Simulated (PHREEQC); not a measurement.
Consider water at 25 °C with 0.00038 mol/kgw CaSO4 and 0.0045 mol/kgw NaF. Closed to the air; pH follows from the charge balance.

The numbers come from PHREEQC with the ion-association model, phreeqc.dat.

```csv
quantity,before,after
pH,7.41,7.14
ionic strength (mol/kgw),0.00595,0.00594
```

What was changed between the two runs?
A) NaF left out
B) temperature from 25 to 20 °C
C) CaSO4 left out
D) temperature from 25 to 50 °C
E) NaF replaced by NaHS at the same molality

D, temperature from 25 to 50 °C

This is a speciation only: nothing precipitates in the calculation. Some of these states are supersaturated (in Fluorite, for instance). At this temperature some constants are extrapolated from 25 °C, and those without enthalpy data are left unchanged.
